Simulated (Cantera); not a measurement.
Input: 1 mol Si, 6.3 mol HCl, a varied amount of N₂, at 3.10 mbar.

These are equilibrium values from Cantera (NASA tables, ideal gas, pure condensed phases), not measurements of a reactor. Candidate condensed phases: NH₄Cl, Si, Si₃N₄; 28 gas species. N₂ is the only nitrogen source here; it is nearly inert below about 1500 K, so the nitride shown seldom forms there in practice. The tables' values for SiCl₃ are old estimates. Equilibrium is a limit: real reactors are often held back by kinetics, nucleation or transport.

Stable condensed phases, one row left out:

```
T in K \ n(N₂) in mol
          9 11 14 17 22 27 34 42
   1500   A  A  A  A  A  A  A  A
   1400   A  A  B  B  B  B  B  B
   1300   B  B  B  B  B  B  B  B
   1200   B  B  B  B  B  B  B  B
   1100   B  B  B  B  B  B  B  B
   1000   B  B  B  B  B  B  B  B
    900   B  B  B  B  B  B  B  B
    800   B  B  B  B  B  B  B  B
    700   B  B  B  B  B  B  B  B
    500   A  A  A  A  A  B  B  B
```

A: gas only; B: Si₃N₄.

### Question
Give the row for 600 K.

### Answer
9: Si₃N₄; 11: Si₃N₄; 14: Si₃N₄; 17: Si₃N₄; 22: Si₃N₄; 27: Si₃N₄; 34: Si₃N₄; 42: Si₃N₄.
